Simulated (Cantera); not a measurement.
A perfectly stirred reactor is fed with 2.54 % CO, 0.966 % H2, 1.45 % CH4, 8.47 % O2, 84.7 % N2, 1.91 % CO2, equivalence ratio 0.55, at 1.50 bar; it is adiabatic with a 725 K inlet, and is followed from long to short residence time, starting on the burning branch (τ in s: 0.15, 0.039, 0.01, 0.0026, 0.00068, 0.00018, 4.6e-05, 1.2e-05, 3.1e-06).

Computed with Cantera and GRI-Mech 3.0 (53 species, 325 reactions).

**Question.** Predict: blow-out, bracketed by the residence times tried; x(CO) at τ = 0.150 s; x(H2) at τ = 0.150 s; x(CH4) at τ = 0.150 s; x(N2O) at τ = 0.150 s; x(NO2) at τ = 0.150 s; x(CO) at τ = 0.680 ms; x(H2) at τ = 0.680 ms; x(CH4) at τ = 0.680 ms.

**Answer.** 
```
Quantity                                                                      Result
------------------------------------------------  ----------------------------------
blow-out, bracketed by the residence times tried  burning at 10.0 ms, out at 2.60 ms
x(CO) at τ = 0.150 s                                                        0.000527
x(H2) at τ = 0.150 s                                                         3.79e-5
x(CH4) at τ = 0.150 s                                                        1.59e-5
x(N2O) at τ = 0.150 s                                                        1.28e-6
x(NO2) at τ = 0.150 s                                                        1.74e-8
x(CO) at τ = 0.680 ms                                                         0.0254
x(H2) at τ = 0.680 ms                                                        0.00966
x(CH4) at τ = 0.680 ms                                                        0.0145
```
